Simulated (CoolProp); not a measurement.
Values from CoolProp's reference Helmholtz-energy equation of state, de Vries 1995.

Problem. Give the vapour pressure (MPa), liquid density (kg/m³), vapour density (kg/m³), surface tension (mN/m) of saturated R124 at 326.9 K.

Solution. 
```csv
T (K),p (MPa),liquid density (kg/m³),vapour density (kg/m³),surface tension (mN/m)
326.9,0.854,1250,52.9,6.35
```

Surface tension comes from a separate correlation (Mulero 2012).
